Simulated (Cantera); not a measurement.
Cantera with NASA thermochemical tables; ideal gases at 1 bar, condensed phases pure. Values are per mole of reaction as written; species without (g) are pure solids or liquids, kept so even where they would boil at 1 bar.

N(g) + 4 FeSO₄ ⇌ 4 SO₂(g) + 2 Fe₂O₃ + NO₂(g)

| T (K) | ΔH° (kJ) | ΔS° (J/K) | ΔG° (kJ) | log10 K |
|---|---|---|---|---|
| 300 | ___ | ___ | ___ | ___ |
| 375 | 437.3 | 765.5 | 150.2 | -20.93 |
| 450 | ___ | ___ | ___ | ___ |
| 525 | 431.5 | 752.7 | 36.4 | -3.62 |
| 600 | ___ | ___ | ___ | ___ |
| 675 | ___ | ___ | ___ | ___ |
| 750 | 421.3 | 736.5 | -131.0 | 9.12 |
| 825 | 418.6 | 733.0 | -186.1 | 11.78 |
| 900 | 416.0 | 729.9 | -241.0 | 13.99 |

Question: What belongs in the gaps?

Answer: 
- 300, ΔH° (kJ): 439.0
- 300, ΔS° (J/K): 770.6
- 300, ΔG° (kJ): 207.8
- 300, log10 K: -36.19
- 450, ΔH° (kJ): 434.7
- 450, ΔS° (J/K): 759.3
- 450, ΔG° (kJ): 93.1
- 450, log10 K: -10.80
- 600, ΔH° (kJ): 428.0
- 600, ΔS° (J/K): 746.4
- 600, ΔG° (kJ): -19.9
- 600, log10 K: 1.73
- 675, ΔH° (kJ): 424.5
- 675, ΔS° (J/K): 740.9
- 675, ΔG° (kJ): -75.6
- 675, log10 K: 5.85
